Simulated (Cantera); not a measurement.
A freely propagating, adiabatic, planar premixed flame of 6.92 % CH4, 2.56 % C2H6, 0.346 % C3H8, 18.9 % O2, 71.3 % N2, unburnt at 350 K and 0.300 bar; mixture-averaged transport, grid criteria slope 0.08 and curve 0.16, no radiation.

Cantera simulation using GRI-Mech 3.0 (53 species, 325 reactions); the numbers are that mechanism's predictions, not measurements. Burning velocities carry a grid error of a few per cent, more on coarse grids.

x: mole fraction of selected species; z is measured from the peak of heat release.

```json
[
 {"z (mm)": "-3.60", "T (K)": "350", "u (m/s)": "0.532", "x CH4": "0.0691", "x C2H6": "0.0256", "x C3H8": "0.00346", "x C2H": "<1e-8", "x C2H2": "<1e-8", "x C2H4": "5.38e-8"},
 {"z (mm)": "-2.40", "T (K)": "352", "u (m/s)": "0.537", "x CH4": "0.0687", "x C2H6": "0.0255", "x C3H8": "0.00344", "x C2H": "<1e-8", "x C2H2": "2.27e-7", "x C2H4": "1.62e-6"},
 {"z (mm)": "-1.80", "T (K)": "362", "u (m/s)": "0.554", "x CH4": "0.0680", "x C2H6": "0.0253", "x C3H8": "0.00343", "x C2H": "<1e-8", "x C2H2": "1.87e-6", "x C2H4": "1.40e-5"},
 {"z (mm)": "-1.20", "T (K)": "454", "u (m/s)": "0.705", "x CH4": "0.0641", "x C2H6": "0.0245", "x C3H8": "0.00335", "x C2H": "<1e-8", "x C2H2": "3.22e-5", "x C2H4": "0.000251"},
 {"z (mm)": "-0.600", "T (K)": "965", "u (m/s)": "1.55", "x CH4": "0.0450", "x C2H6": "0.0169", "x C3H8": "0.00236", "x C2H": "<1e-8", "x C2H2": "0.000409", "x C2H4": "0.00262"},
 {"z (mm)": "-0.300", "T (K)": "1391", "u (m/s)": "2.27", "x CH4": "0.0263", "x C2H6": "0.00667", "x C3H8": "0.000724", "x C2H": "3.72e-8", "x C2H2": "0.00100", "x C2H4": "0.00403"},
 {"z (mm)": "0", "T (K)": "___", "u (m/s)": "2.90", "x CH4": "___", "x C2H6": "___", "x C3H8": "___", "x C2H": "___", "x C2H2": "___", "x C2H4": "___"},
 {"z (mm)": "0.300", "T (K)": "1908", "u (m/s)": "3.17", "x CH4": "0.000983", "x C2H6": "2.69e-6", "x C3H8": "<1e-8", "x C2H": "1.78e-6", "x C2H2": "0.000620", "x C2H4": "0.000128"},
 {"z (mm)": "0.600", "T (K)": "1950", "u (m/s)": "3.23", "x CH4": "7.55e-5", "x C2H6": "1.11e-8", "x C3H8": "<1e-8", "x C2H": "4.25e-7", "x C2H2": "9.95e-5", "x C2H4": "3.42e-6"},
 {"z (mm)": "1.20", "T (K)": "1969", "u (m/s)": "3.25", "x CH4": "___", "x C2H6": "<1e-8", "x C3H8": "<1e-8", "x C2H": "<1e-8", "x C2H2": "___", "x C2H4": "<1e-8"},
 {"z (mm)": "2.40", "T (K)": "1984", "u (m/s)": "3.27", "x CH4": "<1e-8", "x C2H6": "<1e-8", "x C3H8": "<1e-8", "x C2H": "<1e-8", "x C2H2": "<1e-8", "x C2H4": "<1e-8"},
 {"z (mm)": "4.80", "T (K)": "2003", "u (m/s)": "3.29", "x CH4": "<1e-8", "x C2H6": "<1e-8", "x C3H8": "<1e-8", "x C2H": "<1e-8", "x C2H2": "<1e-8", "x C2H4": "<1e-8"},
 {"z (mm)": "9.61", "T (K)": "2028", "u (m/s)": "3.33", "x CH4": "<1e-8", "x C2H6": "<1e-8", "x C3H8": "<1e-8", "x C2H": "<1e-8", "x C2H2": "<1e-8", "x C2H4": "<1e-8"}
]
```

Q: Some entries are withheld; supply them.

A: 
- 0, T (K): 1748
- 0, x CH4: 0.00786
- 0, x C2H6: 0.000404
- 0, x C3H8: 1.35e-5
- 0, x C2H: 1.26e-6
- 0, x C2H2: 0.00154
- 0, x C2H4: 0.00167
- 1.20, x CH4: 4.94e-7
- 1.20, x C2H2: 1.92e-6
